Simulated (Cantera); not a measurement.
CHF₃ + HCl (fluorocarbon and chlorocarbon gases)

Input: 1 mol CHF₃, 1.8 mol HCl, equilibrated at 2.00 Pa.

Equilibrium computed with Cantera from the NASA thermochemical tables; the gas is ideal and each condensed phase is pure. Candidate condensed phases: C, C₆H₆, C₇H₈, C₈H₁₈; 135 gas species. Ions and electrons are included (thermal ionisation). The numbers say what is thermodynamically allowed, not how fast it happens.

From 2727 °C to 4727 °C nothing is condensed. The main C-bearing gas is C throughout.

| T (°C) | x F | x H | x Cl | x C | x HF | x e- | x C+ |
|---|---|---|---|---|---|---|---|
| 2727 | 0.340 | 0.318 | 0.214 | 0.108 | 0.0140 | 1.54e-6 | 9.15e-8 |
| 2977 | 0.347 | 0.324 | 0.210 | 0.115 | 0.00232 | 3.69e-6 | 1.42e-6 |
| 3227 | 0.349 | 0.325 | 0.209 | 0.116 | 0.000482 | 1.17e-5 | 9.56e-6 |
| 3477 | 0.349 | 0.325 | 0.209 | 0.116 | 0.000123 | 4.12e-5 | 3.89e-5 |
| 3727 | 0.349 | 0.326 | 0.209 | 0.116 | 3.69e-5 | 0.000131 | 0.000126 |
| 3977 | 0.349 | 0.325 | 0.209 | 0.116 | 1.28e-5 | 0.000370 | 0.000354 |
| 4227 | 0.349 | 0.325 | 0.209 | 0.115 | 4.95e-6 | 0.000936 | 0.000885 |
| 4477 | 0.348 | 0.325 | 0.209 | 0.114 | 2.12e-6 | 0.00215 | 0.00200 |
| 4727 | 0.347 | 0.324 | 0.208 | 0.112 | 9.81e-7 | 0.00454 | 0.00416 |
x: gas mole fraction; nothing condenses.
